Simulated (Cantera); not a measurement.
**Tantalum, niobium, vanadium and zirconium in process gases: Nb + H₂O**

Input: 1 mol Nb, a varied amount of H₂O, held at 1702 °C and 10.0 mbar.

Equilibrium computed with Cantera from the NASA thermochemical tables; the gas is ideal and each condensed phase is pure. Candidate condensed phases: H₂O, Nb, NbO, NbO₂, Nb₂O₅; 12 gas species. Mutual solubility and eutectic melting of coexisting phases are not modelled. NbO: taken at fixed stoichiometry. Condensed phases not in the tables: the oxides between NbO₂ and Nb₂O₅, N, O or C dissolved in the metal. Kinetics and transport are ignored.

At 0.86 mol H₂O the condensed part is Nb(s) + NbO(s). From 1.1 mol H₂O to 1.9 mol H₂O the condensed part is NbO(s) + NbO₂(s). At 2.5 mol H₂O the condensed part is NbO₂(s) + Nb₂O₅(l). From 3.3 mol H₂O to 13 mol H₂O the condensed part is Nb₂O₅(l). The main Nb-bearing gas is NbO₂ throughout.

| n(H₂O) (mol) | log p H₂ | log p H₂O | log p H | log p OH | log p NbO₂ | n Nb(s) | n NbO(s) | n NbO₂(s) | n Nb₂O₅(l) |
|---|---|---|---|---|---|---|---|---|---|
| 0.86 | -2.01 | -4.88 | -3.87 | -7.76 | -6.48 | 0.141 | 0.859 | 0 | 0 |
| 1.1 | -2.01 | -3.96 | -3.87 | -6.84 | -5.56 | 0 | 0.912 | 0.0875 | 0 |
| 1.5 | -2.01 | -3.96 | -3.87 | -6.84 | -5.56 | 0 | 0.517 | 0.483 | 0 |
| 1.9 | -2.01 | -3.96 | -3.87 | -6.84 | -5.56 | 0 | 0.121 | 0.878 | 0 |
| 2.5 | -2.08 | -2.80 | -3.90 | -5.64 | -5.56 | 0 | 0 | 0.802 | 0.0988 |
| 3.3 | -2.13 | -2.62 | -3.93 | -5.44 | -5.67 | 0 | 0 | 0 | 0.500 |
| 4.3 | -2.24 | -2.38 | -3.98 | -5.15 | -5.84 | 0 | 0 | 0 | 0.500 |
| 5.7 | -2.36 | -2.25 | -4.05 | -4.96 | -5.97 | 0 | 0 | 0 | 0.500 |
| 7.4 | -2.48 | -2.18 | -4.10 | -4.83 | -6.06 | 0 | 0 | 0 | 0.500 |
| 9.7 | -2.59 | -2.13 | -4.16 | -4.72 | -6.15 | 0 | 0 | 0 | 0.500 |
| 13 | -2.72 | -2.10 | -4.22 | -4.62 | -6.23 | 0 | 0 | 0 | 0.500 |
log p: log10 of the partial pressure in bar; n: condensed amount in mol.
